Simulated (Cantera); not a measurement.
# Ignition delay

Mixture: CH4 : O2 : N2 = 1 : 1.43 : 5.57 (molar parts), at 100000 Pa, adiabatic and at constant volume. Ignition delay is the time to a rise of 400 K.

Cantera simulation using GRI-Mech 3.0 (53 species, 325 reactions); the numbers are that mechanism's predictions, not measurements.

| T0 (K) | delay (ms) |
|---|---|
| 1275 | 19.0 |
| 1325 | 9.89 |
| 1375 | 5.32 |
| 1425 | 2.95 |
| 1475 | 1.69 |
| 1525 | 1.01 |
| 1575 | 0.623 |
| 1625 | 0.400 |
| 1675 | 0.266 |

```
Quantity                                                Result
--------------------------------------------------  ----------
apparent activation energy between 1575 and 1675 K  190 kJ/mol
```
